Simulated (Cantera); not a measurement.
Feed: 1 mol FeS, 0.55 mol SO3, 34 mol N2, at 310000 Pa.

These are equilibrium values from Cantera (NASA tables, ideal gas, pure condensed phases), not measurements of a reactor. Candidate condensed phases: Fe, FeO, FeS, FeSO4, FeS2, Fe2O3, Fe2(SO4)3, Fe3O4, S; 19 gas species. Mutual solubility and eutectic melting of coexisting phases are not modelled. FeS: taken at fixed stoichiometry. Gases not in the tables: S3 to S7. Kinetics and transport are ignored.

Problem. At 1225 K, list the 5 most abundant gas species with their mole fractions, and the condensed phases.

Solution. N2 0.979, SO2 0.0189, S2 0.00197, S2O 9.12e-5, SO 2.11e-5. Condensed: FeS(s) + Fe3O4(s).
